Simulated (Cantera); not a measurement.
Mixture: CH4 : C2H6 : C3H8 : O2 : N2 = 1 : 0.088 : 0.2 : 7.19 : 27 (molar parts), equivalence ratio 0.46, at 100000 Pa, adiabatic and at constant volume. Ignition delay is the time to a rise of 400 K.

Cantera simulation using GRI-Mech 3.0 (53 species, 325 reactions); the numbers are that mechanism's predictions, not measurements. GRI-Mech 3.0 was tuned for natural gas; its chemistry of propane as a main component is partial and can be far from experiment.

Problem. What does this change do: C3H8 0.2 to 0.12 parts?

Solution. 
| quantity | before | after |
|---|---|---|
| delay at 1125 K | 15.8 ms | 13.3 ms |
| delay at 1275 K | 1.36 ms | 1.35 ms |
| delay at 1425 K | 0.209 ms | 0.229 ms |
| delay at 1575 K | 58.5 µs | 66.7 µs |
| delay at 1725 K | 24.8 µs | 28.8 µs |
| apparent activation energy between 1650 and 1800 K | 120 kJ/mol | 120 kJ/mol |
